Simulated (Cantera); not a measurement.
What does this Cantera script print?

```python
import numpy as np
import cantera as ct

gas_names = """
    AL ALN AL2 N N2
""".split()
cond_names = """
    AL(cr) AL(L) ALN(s)
""".split()


# ... load() reads the species with a 1 bar reference pressure and builds the phases ...
atoms = {
    'Al': {'AL': 1},
    'N2': {'N': 2},
}
top_T = {'ALN(s)': 2750}  # K; cautious upper limits of use, not melting points


# ... equilibrate(T, P, feed) seeds the gas with the atoms and calls Mixture.equilibrate('TP', solver="vcs", rtol=1e-11, max_steps=5000) ...
results = []
feed = {'Al': 1, 'N2': 90}  # mol
P = 1000  # Pa
for T in [1648, 1698, 1748, 1798, 1848, 1898, 1948, 1998, 2048, 2098]:
    mix = equilibrate(T, P, feed)
    results.append((T, P, feed, dict(zip(mix.species_names, mix.species_moles))))
    x = sorted(zip(gas.X, gas.species_names), reverse=True)
    print(f"T = {T:g} K  P = {P:g} Pa  gas = {mix.phase_moles(0):.4g} mol")
    print("   x: " + "  ".join(f"{s} {v:.3e}" for v, s in x if v > 0.001))
    print("   condensed (mol): " + ("  ".join(f"{mix.phase(i).name} {mix.phase_moles(i):.4g}"
          for i in range(1, mix.n_phases) if mix.phase_moles(i) > 1e-12) or "none"))
```

It prints:

```
T = 1648 K  P = 1000 Pa  gas = 89.5 mol
   x: N2 1.000e+00
   condensed (mol): ALN(s) 0.9995
T = 1698 K  P = 1000 Pa  gas = 89.5 mol
   x: N2 1.000e+00
   condensed (mol): ALN(s) 0.9979
T = 1748 K  P = 1000 Pa  gas = 89.51 mol
   x: N2 9.999e-01
   condensed (mol): ALN(s) 0.9924
T = 1798 K  P = 1000 Pa  gas = 89.54 mol
   x: N2 9.997e-01
   condensed (mol): ALN(s) 0.9743
T = 1848 K  P = 1000 Pa  gas = 89.62 mol
   x: N2 9.991e-01
   condensed (mol): ALN(s) 0.9191
T = 1898 K  P = 1000 Pa  gas = 89.86 mol
   x: N2 9.973e-01  AL 2.670e-03
   condensed (mol): ALN(s) 0.7601
T = 1948 K  P = 1000 Pa  gas = 90.52 mol
   x: N2 9.925e-01  AL 7.478e-03
   condensed (mol): ALN(s) 0.323
T = 1998 K  P = 1000 Pa  gas = 91 mol
   x: N2 9.890e-01  AL 1.099e-02
   condensed (mol): none
T = 2048 K  P = 1000 Pa  gas = 91 mol
   x: N2 9.890e-01  AL 1.099e-02
   condensed (mol): none
T = 2098 K  P = 1000 Pa  gas = 91 mol
   x: N2 9.890e-01  AL 1.099e-02
   condensed (mol): none
```

These are equilibrium values from Cantera (NASA tables, ideal gas, pure condensed phases), not measurements of a reactor.
